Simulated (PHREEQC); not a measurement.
Ca(OH)2 is added in steps, without added water, to 1 kg of water holding 4.5 mmol/kgw NaAlO2, at 50 °C. O2 is buffered at 0.21 atm. CO2 from the air is kept out. Only these solids could form: Portlandite, Al(OH)3(a).

Base run: PHREEQC, ion-association model, wateq4f.dat. Each further column changes one thing. The table gives pH.

```
Ca(OH)2 added (mol)  base  NaAlO2 from 0.0045 to 0.0009 mol/kgw  NaAlO2 from 0.0045 to 0.009 mol/kgw
-------------------  ----  ------------------------------------  -----------------------------------
0                    8.61                                  7.93                                 8.90
3.562e-05            9.10                                  9.11                                 9.09
5.937e-05            9.32                                  9.33                                 9.31
9.5e-05              9.52                                  9.54                                 9.51
0.0001306            9.66                                  9.67                                 9.65
0.0001544            9.73                                  9.75                                 9.72
0.00019              9.82                                  9.84                                 9.81
```

Constants without temperature data keep their 25 °C values here.
